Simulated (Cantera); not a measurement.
A perfectly stirred reactor is fed with C2H6 : N2 = 1 : 10 (molar parts), at 100000 Pa; it is held at 1200 K, and followed from long to short residence time.

Computed with Cantera and GRI-Mech 3.0 (53 species, 325 reactions). GRI-Mech 3.0 stops at C3 and has no aromatics, soot or wall deposition, so with more carbon than oxygen in the feed, carbon stays in small species such as C2H2 where larger ones or solid carbon would form.

Q: What does this change do: N2 10 to 3.3 parts?

A: 
| quantity | before | after |
|---|---|---|
| x(C2H6) at τ = 5.50 s | 0.00125 | 0.00393 |
| x(C2H) at τ = 5.50 s | 3.66e-11 | 3.41e-11 |
| x(HCN) at τ = 5.50 s | 9.42e-12 | 5.68e-12 |
| x(CH3) at τ = 5.50 s | 3.29e-6 | 6.03e-6 |
| x(CH4) at τ = 5.50 s | 0.0252 | 0.0763 |
| x(C2H6) at τ = 19.0 ms | 0.0420 | 0.0963 |
| x(C2H) at τ = 19.0 ms | 2.04e-11 | 1.69e-11 |
| x(HCN) at τ = 19.0 ms | 3.89e-12 | <1e-12 |
| x(CH3) at τ = 19.0 ms | 1.38e-5 | 1.66e-5 |
| x(CH4) at τ = 19.0 ms | 0.00538 | 0.0147 |
